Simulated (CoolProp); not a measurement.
A closed Brayton cycle with carbon dioxide: compressor inlet 314.15 K and 8.4 MPa, high pressure 29.2 MPa, turbine inlet 800 K, compressor efficiency 0.89, turbine efficiency 0.9, recuperator effectiveness 0.9 (on enthalpy, no pinch check). Each further row changes one setting.

Computed with CoolProp (reference Helmholtz-energy equation of state, Span 1996).

```tsv
case	thermal efficiency (%)	net work (kJ/kg)	compressor to turbine work	compressor exit (K)	turbine exit (K)
as stated	(withheld)	103	0.33	397.6	655.0
turbine inlet 750 K	(withheld)	91.8	0.36	397.6	(withheld)
compressor inlet 324.15 K	(withheld)	90.9	0.41	(withheld)	655.0
high pressure 24.8 MPa	34.8	93.8	0.31	386.4	673.4
recuperator effectiveness 0.5	25.3	103	0.33	397.6	655.0
```

Q: What belongs in the gaps?

A: 
- as stated, thermal efficiency (%): 35.6
- turbine inlet 750 K, thermal efficiency (%): 33.6
- turbine inlet 750 K, turbine exit (K): 610.2
- compressor inlet 324.15 K, thermal efficiency (%): 33.8
- compressor inlet 324.15 K, compressor exit (K): 425.5
